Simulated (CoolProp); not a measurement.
Saturation properties of sulfur dioxide (Tc = 430.6 K, pc = 78.87 bar, ω = 0.256).

Values from CoolProp's reference Helmholtz-energy equation of state, Gao 2016.

```csv
T (K),p (bar),vapour density (kg/m³),enthalpy of vaporisation (kJ/kg),liquid cp (kJ/(kg K)),surface tension (mN/m)
214.6,0.06402,0.2307,430.4,1.371,38.2
233.5,0.2205,0.7347,414.8,1.360,34.4
252.4,0.6122,1.906,398.9,1.358,30.6
271.4,1.447,4.258,382.1,1.365,26.9
290.3,2.991,8.426,364.3,1.382,23.2
309.3,5.608,15.31,344.6,1.411,19.5
328.2,9.665,25.95,322.9,1.456,15.9
347.2,15.65,42.02,298.0,1.526,12.3
366.1,23.98,65.74,269.1,1.639,8.79
385.1,35.29,101.7,233.7,1.848,5.36
404,50.09,159.6,187.5,2.346,2.11
```

It boils at 263.1 K under 1 atm.

Surface tension comes from a separate correlation (Mulero 2012).
